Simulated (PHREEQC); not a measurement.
Consider water at 20 °C with 0.026 mol NH4HF2, 0.00044 mol H2SiF6, 0.0064 mol HBF4 and 0.001 mol HCl per kg of water. It is in equilibrium with CO2 at log p = -3.4 (atm). Otherwise closed; pH follows from the charge balance.

The numbers come from PHREEQC with the ion-association model, wateq4f.dat.

Each row changes one thing in this solution. This is a speciation only: nothing precipitates in the calculation.

| case | pH | ionic strength (mol/kgw) | HF (mol/kgw) | F- (mol/kgw) | H2F2 (mol/kgw) | HF2- (mol/kgw) | SI of Quartz (SiO2) |
|---|---|---|---|---|---|---|---|
| as made | 2.88 | 0.0279 | 0.0267 | 0.0175 | 0.00223 | 0.00173 | -7.46 |
| NH4HF2 replaced by NaBF4 at the same molality | 2.17 | ___ | 0.00660 | 0.000862 | 0.000137 | 2.11e-5 | -2.43 |
| HCl from 0.001 to 0.01 mol/kgw | 2.57 | 0.0295 | ___ | 0.0105 | 0.00330 | 0.00126 | -7.36 |
| HBF4 from 0.0064 to 0.0032 mol/kgw | 2.98 | 0.0276 | 0.0244 | ___ | ___ | 0.00183 | -7.43 |
| H2SiF6 from 0.00044 to 0.00066 mol/kgw | 2.87 | 0.0282 | 0.0270 | 0.0171 | 0.00228 | 0.00171 | -7.29 |

Fill in the missing entries.


- NH4HF2 replaced by NaBF4 at the same molality, ionic strength (mol/kgw): 0.0341
- HCl from 0.001 to 0.01 mol/kgw, HF (mol/kgw): 0.0324
- HBF4 from 0.0064 to 0.0032 mol/kgw, F- (mol/kgw): 0.0203
- HBF4 from 0.0064 to 0.0032 mol/kgw, H2F2 (mol/kgw): 0.00186

wateq4f.dat counts part of the HF as a dimer, H2F2, which phreeqc.dat doesn't know; its constant is uncertain. SiF6-2 is the database's only silicon fluoride. Real BF4- forms and hydrolyses slowly; the run takes it at equilibrium.
